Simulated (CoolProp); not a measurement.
Vapour-liquid equilibrium of o-xylene (1) + n-undecane (2) at 30.35 °C; x and y are mole fractions of (1).

The numbers come from the multi-fluid Helmholtz-energy mixture model, Zhou 2012 and Aleksandrov 2011; pair parameters Bell 2016 in CoolProp.

| x | bubble pressure (MPa) | y at the bubble point | dew pressure at overall composition x (MPa) | liquid density (mol/L) |
|---|---|---|---|---|
| 0.05 | 0.0001415 | 0.422 | 9.024e-5 | 4.797 |
| 0.125 | 0.0002271 | 0.669 | 9.734e-5 | 4.972 |
| 0.2 | 0.0003146 | 0.782 | 0.0001057 | 5.159 |
| 0.275 | 0.0004026 | 0.846 | 0.0001155 | 5.357 |
| 0.35 | 0.0004903 | 0.887 | 0.0001274 | 5.569 |
| 0.425 | 0.0005771 | 0.915 | 0.0001421 | 5.794 |
| 0.5 | 0.0006628 | 0.935 | 0.0001605 | 6.036 |
| 0.575 | 0.0007474 | 0.951 | 0.0001845 | 6.295 |
| 0.65 | 0.0008310 | 0.964 | 0.0002170 | 6.574 |
| 0.725 | 0.0009140 | 0.974 | 0.0002635 | 6.875 |
| 0.8 | 0.0009967 | 0.982 | 0.0003354 | 7.199 |
| 0.875 | 0.001080 | 0.990 | 0.0004617 | 7.551 |
| 0.95 | 0.001163 | 0.996 | 0.0007412 | 7.934 |

No azeotrope shows between x = 0.05 and 0.95.

Pair parameters are fitted to limited data, so mixtures are less certain than the pure fluids. The gap from Raoult's law changes sign with composition, which may be real or a fault of the pair parameters; it wasn't checked against measurements.
